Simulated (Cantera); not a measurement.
Charge: 1 mol SiH₄, 0.013 mol C₃H₈, 1.4 mol H₂, at 1750 °C and 0.610 bar.

Method: chemical equilibrium by Gibbs-energy minimisation in Cantera with the NASA 1993 tables (ideal gas, pure condensed phases). Candidate condensed phases: C, C₆H₆, C₇H₈, C₈H₁₈, Si, SiC; 87 gas species. Mutual solubility and eutectic melting of coexisting phases are not modelled. Gases not in the tables: Si₂H₆ and higher silanes. Equilibrium is a limit: real reactors are often held back by kinetics, nucleation or transport.

Base state: H₂ 0.997, H 0.00243, SiH₂ 0.000121, Si 9.33e-5, SiH 4.68e-5, CH₄ 1.45e-5 (mole fractions); condensed: Si(l) + SiC(s).

Q: What changes in the equilibrium state with this change: SiH₄ replaced by SiH₂Cl₂?

A: 
```
species      before     after
-----------  ------  --------
H₂            0.997     0.606
HCl               0     0.211
SiCl₂             0     0.171
SiCl₃             0   0.00770
SiCl              0  0.000526
Cl                0  0.000490
SiHCl₃            0  0.000450
SiCl₄             0  0.000384
Si(l), mol    0.960     0.339
SiC(s), mol  0.0389    0.0390
```
The tables' values for SiCl₃, SiCl are old estimates; treat these amounts as uncertain.
